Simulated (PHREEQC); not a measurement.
Make-up at 20 °C: 0.0071 mol KOH and 0.00034 mol K3PO4 per kg of water. Closed to the air; pH follows from the charge balance.

Model: ion-association model, phreeqc.dat, run in PHREEQC.

This is a speciation only: nothing precipitates in the calculation.

Task: Order these P species by the share of P that they hold, largest first: KHPO4-, HPO4-2, PO4-3.

Result: HPO4-2 (60 %), PO4-3 (39 %), KHPO4- (0.65 %)

The pH is 11.99 and the ionic strength 0.00872 mol/kgw.
